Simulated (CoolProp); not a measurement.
A single-stage vapour-compression cycle with the fluid: evaporating at 268.15 K (dew point), condensing at 326.15 K (bubble point), superheat 8 K, subcooling 5 K, compressor efficiency 0.65, no pressure losses. The same conditions are run with several fluids, on thermodynamics alone (safety and materials aside).

Values from CoolProp's reference Helmholtz-energy equation of state of each fluid (R115: Lemmon 2016; hydrogen sulfide: Lemmon 2006; R22: Kamei 1995; isobutane: Bücker 2006; R1224YDZ: Akasaka 2023; cyclopentane: Gedanitz 2015).

Task: Rank R115, hydrogen sulfide, R22, isobutane, R1224YDZ, cyclopentane by cooling COP, highest first.

Result: cyclopentane (2.61), R1224YDZ (2.41), isobutane (2.35), R22 (2.28), hydrogen sulfide (2.24), R115 (1.90)

```csv
fluid,pressure ratio,discharge temperature (K),refrigerating effect (kJ/kg),volumetric capacity (kJ/m³)
R115,4.71,336.8,58.5,1640
hydrogen sulfide,4.25,444.1,362,5270
R22,4.93,385.3,149,2580
isobutane,5.63,345.5,244,845
R1224YDZ,8.20,347.8,124,362
cyclopentane,10.3,376.3,340,116
```
